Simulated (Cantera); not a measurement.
A closed system holds: 1 mol CaCO3, 1.2 mol C, 1.3 mol H2O, held at 1300 °C and 100000 Pa.

These are equilibrium values from Cantera (NASA tables, ideal gas, pure condensed phases), not measurements of a reactor. Candidate condensed phases: C, C6H6, C7H8, C8H18, Ca, CaCO3, CaO, Ca(OH)2, H2O; 115 gas species. The numbers say what is thermodynamically allowed, not how fast it happens.

Q: What is the equilibrium state?

A: 
- x(CO) = 0.485
- x(H2) = 0.200
- x(H2O) = 0.171
- x(CO2) = 0.143
- x(H) = 1.82e-5
- n(CaO(s)) = 1.000 mol
- gas amount = 3.500 mol
- log10 activity of C(graphite) (absent) = -3.23
- log10 activity of Ca(l) (absent) = -10.13
